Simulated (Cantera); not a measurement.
Input (Python, Cantera):

```python
import numpy as np
import cantera as ct

gas = ct.Solution("h2o2.yaml")
gas.TPX = 1098, 100000, {'H2': 1.8, 'O2': 1, 'N2': 12}
inlet = ct.Reservoir(gas, clone=True)

reactor = ct.IdealGasConstPressureReactor(gas, energy="off", clone=False)
exhaust = ct.Reservoir(gas, clone=True)
tau = [1.9, 0.64, 0.21, 0.071, 0.024, 0.0079, 0.0026][0]
for a, b in ((inlet, reactor), (reactor, exhaust)):
    ct.MassFlowController(a, b, mdot=lambda t: reactor.mass / tau)
net = ct.ReactorNet([reactor])
show = ['H2', 'O2', 'HO2', 'OH', 'H2O2', 'H2O']

rows = []
print(f"{'tau/s':>10s}{'T/K':>9s}" + "".join(f"{s:>11s}" for s in show))
for tau in [1.9, 0.64, 0.21, 0.071, 0.024, 0.0079, 0.0026]:
    net.initial_time = 0.0
    net.advance(30 * tau)
    before = gas.X
    net.advance(40 * tau)
    drift = np.max(np.abs(gas.X - before) / (gas.X + 1e-9))
    rows.append([gas.T, *gas[show].X, drift])
    print(f"{tau:10.3e}{gas.T:9.1f}" + "".join(f"{x:11.3e}" for x in gas[show].X))
```

Output:

```
     tau/s      T/K         H2         O2        HO2         OH       H2O2        H2O
 1.900e+00   1098.0  3.384e-04  7.354e-03  4.303e-06  1.668e-05  3.456e-07  1.291e-01
 6.400e-01   1098.0  5.771e-04  7.469e-03  5.520e-06  2.868e-05  5.515e-07  1.289e-01
 2.100e-01   1098.0  1.030e-03  7.688e-03  6.819e-06  4.795e-05  7.946e-07  1.284e-01
 7.100e-02   1098.0  1.844e-03  8.089e-03  8.106e-06  7.633e-05  1.014e-06  1.274e-01
 2.400e-02   1098.0  3.312e-03  8.823e-03  9.526e-06  1.186e-04  1.180e-06  1.258e-01
 7.900e-03   1098.0  5.967e-03  1.018e-02  1.140e-05  1.831e-04  1.304e-06  1.227e-01
 2.600e-03   1098.0  1.053e-02  1.254e-02  1.413e-05  2.791e-04  1.420e-06  1.173e-01
```

Cantera simulation using the H2/O2 subset of GRI-Mech 3.0, which has no nitrogen chemistry; the numbers are that mechanism's predictions, not measurements. The temperature is held fixed by assumption; the heat of reaction is taken as removed at once.
